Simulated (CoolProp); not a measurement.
A simple Rankine cycle with n-nonane: condensing at 331.15 K, boiler at 0.361 MPa, turbine inlet 494.5 K, turbine efficiency 0.7, pump efficiency 0.7, no recuperator. Each further row changes one setting.

Model: reference Helmholtz-energy equation of state, Lemmon 2006, in CoolProp. It is a short technical equation, of lower accuracy than the large ones.

| case | thermal efficiency (%) | net work (kJ/kg) | heat in (kJ/kg) | turbine exit temperature (K) | volume ratio over the turbine |
|---|---|---|---|---|---|
| as stated | 13.7 | 92.9 | 679 | 449.3 | 103 |
| turbine inlet 514.5 K | 13.3 | 97.5 | 732 | 469.6 | 102 |
| condensing temperature 323.15 K | 14.4 | 101 | 698 | 445.9 | 153 |
| boiler pressure 0.253 MPa | 12.7 | 87.2 | 684 | 453.9 | 70.0 |
| turbine efficiency 0.6 | 11.7 | 79.5 | 679 | 455.0 | 105 |
